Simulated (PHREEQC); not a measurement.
A column of 0.1 m (30 cells, dispersivity 0.008 m, 300 s a shift, diffusion coefficient 3e-10 m²/s) holds 0.00097 eq of the database's cation exchanger X per kg of pore water, first in equilibrium with 0.0093 mol/kgw CaCl2 and 1e-05 mol/kgw HCl. It is flushed with 0.001 mol/kgw NH4Cl and 1e-05 mol/kgw HCl, at 25 °C. Values are for the last cell. The system is closed to CO2. No solid was allowed to form.

The series has 31 steps of pore volumes, from 0 to 4.017.

Equilibrium calculation in PHREEQC: ion-association model, phreeqc.dat.

Problem. After how many pore volumes does NH4 at the outlet first reach half of its feed value?

Solution. By 1.1 pore volumes.
